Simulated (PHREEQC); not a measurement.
Polishing slurry liquid (model solution)

Solution (75 °C): 0.0043 mol/kgw H2SO4, 7.9e-06 mol/kgw H4SiO4 and 0.0021 mol/kgw KH2PO4. Closed to the air; pH follows from the charge balance.

Computed with PHREEQC (ion-association model, phreeqc.dat).

No solid was allowed to form.

What pH, ionic strength does the model give?

pH 2.33; ionic strength 0.00922 mol/kgw.

In which forms is S present?

HSO4- 54 %, SO4-2 45 %, KSO4- 0.9 % of the S.

Away from 25 °C the constants follow the database's enthalpies or fits; those with neither stay at their 25 °C values.
